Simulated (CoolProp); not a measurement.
Aqueous ammonia as a coolant, at 2 °C, 1 atm.

The numbers come from the Melinder's fits for secondary coolants in CoolProp.

```
mass %  freezing point (°C)  viscosity (mPa s)  conductivity (W/(m K))  cp (kJ/(kg K))  Prandtl number
------  -------------------  -----------------  ----------------------  --------------  --------------
1.4                    -1.6               1.78                   0.551           4.211            13.6
4.5                    -5.4               1.81                   0.533           4.210            14.3
7.6                    -9.8               1.83                   0.514           4.212            15.0
10.8                  -15.0               1.88                   0.496               ?            16.0
13.9                  -20.9               1.97                   0.478               ?               ?
17                    -28.0               2.06                   0.462           4.224            18.8
20.1                  -36.8               2.11                   0.447           4.229               ?
23.3                  -48.2               2.12                   0.436           4.235            20.6
26.4                  -62.3               2.09                   0.426               ?               ?
```

Task: Complete the blanks.

Result: 
- 10.8, cp (kJ/(kg K)): 4.216
- 13.9, cp (kJ/(kg K)): 4.220
- 13.9, Prandtl number: 17.4
- 20.1, Prandtl number: 20.0
- 26.4, cp (kJ/(kg K)): 4.242
- 26.4, Prandtl number: 20.8
